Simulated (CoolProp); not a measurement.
The numbers come from the reference Helmholtz-energy equation of state, Aleksandrov 2011 in CoolProp. It is a short technical equation, of lower accuracy than the large ones.

Task: Give the vapour pressure (MPa), vapour density (kg/m³), liquid cp (kJ/(kg K)), surface tension (mN/m) of saturated n-undecane at 456.1, 489.8 K.

Result: 
```csv
T (K),p (MPa),vapour density (kg/m³),liquid cp (kJ/(kg K)),surface tension (mN/m)
456.1,0.0732,3.19,2.83,10.7
489.8,0.165,6.99,2.97,8.14
```

Surface tension comes from a separate correlation (Mulero 2014).
